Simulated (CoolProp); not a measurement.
Vapour-liquid equilibrium of toluene (1) + ethylbenzene (2) at 493 kPa; x and y are mole fractions of (1).

Model: multi-fluid Helmholtz-energy mixture model, Lemmon 2006 and Zhou 2012; pair parameters Bell 2016, in CoolProp.

```json
[
 {"x": "0.05", "bubble temperature (°C)": "205.1", "y at the bubble point": "0.078", "dew temperature at overall composition x (°C)": "205.8", "liquid density (mol/L)": "6.499"},
 {"x": "0.2", "bubble temperature (°C)": "?", "y at the bubble point": "0.283", "dew temperature at overall composition x (°C)": "202.1", "liquid density (mol/L)": "6.672"},
 {"x": "0.35", "bubble temperature (°C)": "195.4", "y at the bubble point": "0.460", "dew temperature at overall composition x (°C)": "198.3", "liquid density (mol/L)": "6.847"},
 {"x": "0.5", "bubble temperature (°C)": "191.1", "y at the bubble point": "?", "dew temperature at overall composition x (°C)": "194.3", "liquid density (mol/L)": "7.027"},
 {"x": "0.65", "bubble temperature (°C)": "186.9", "y at the bubble point": "0.751", "dew temperature at overall composition x (°C)": "?", "liquid density (mol/L)": "7.210"},
 {"x": "0.8", "bubble temperature (°C)": "182.8", "y at the bubble point": "?", "dew temperature at overall composition x (°C)": "185.3", "liquid density (mol/L)": "?"},
 {"x": "0.95", "bubble temperature (°C)": "178.8", "y at the bubble point": "0.971", "dew temperature at overall composition x (°C)": "179.7", "liquid density (mol/L)": "7.586"}
]
```

Q: Some entries are withheld; supply them.

A: 
- 0.2, bubble temperature (°C): 200.0
- 0.5, y at the bubble point: 0.614
- 0.65, dew temperature at overall composition x (°C): 190.1
- 0.8, y at the bubble point: 0.870
- 0.8, liquid density (mol/L): 7.397

No azeotrope shows between x = 0.05 and 0.95.

Pair parameters are fitted to limited data, so mixtures are less certain than the pure fluids.
